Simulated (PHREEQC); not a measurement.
A column of 0.1 m (30 cells, dispersivity 0.005 m, 60 s a shift, diffusion coefficient 3e-10 m²/s) holds 0.03 eq of the database's cation exchanger X per kg of pore water, first in equilibrium with 0.5 mmol/kgw LiCl, 47 mmol/kgw MgCl2 and 0.01 mmol/kgw HCl. It is flushed with 0.0037 mol ZnCl2, 0.013 mol KCl and 1e-05 mol HCl per kg of water, at 25 °C. Values are for the last cell. No CO2 enters from the air. No solid was allowed to form.

The numbers come from PHREEQC with the ion-association model, phreeqc.dat.

Problem. Predict K in solution (mol/kgw) at pore volumes = 0.5167, 3.183.

Solution. 
```csv
pore volumes,K in solution (mol/kgw)
0.5167,1.67e-5
3.183,0.0126
```
